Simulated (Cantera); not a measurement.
Input: 1 mol C3H8, 0.05 mol O2, 2.2 mol N2, 0.13 mol NH3, equilibrated at 2248 K and 9.70 bar.

Method: chemical equilibrium by Gibbs-energy minimisation in Cantera with the NASA 1993 tables (ideal gas, pure condensed phases). Equilibrium is a limit: real reactors are often held back by kinetics, nucleation or transport.

| species | before | after |
|---|---|---|
| N2 | 0.337 | 0.430 |
| H2 | 0.626 | 0.320 |
| CH4 | 0.000903 | 0.230 |
| HCN | 0.0161 | 5.07e-7 |
| H2O | 4.53e-6 | 0.0152 |
| CO | 0.0152 | 0.00318 |
| C2H2 (acetylene) | 0.00207 | <1e-9 |
| H | 0.00187 | <1e-9 |
| HNC | 0.00136 | <1e-9 |
| CH3 | 5.11e-5 | <1e-9 |
| CO2 | 2.03e-8 | 0.000309 |
| C2H6 | 3.03e-8 | 1.41e-5 |
| C(graphite), mol | 2.75 | 1.77 |
Gas species are given as mole fractions.

Task: Which change was made?
(A) temperature from 2248 K to 923.15 K
(B) pressure from 9.70 bar to 1.00 bar
(C) pressure from 9.70 bar to 13.3 mbar
(D) O2 from 0.05 to 0.022 mol

Result: A, temperature from 2248 K to 923.15 K
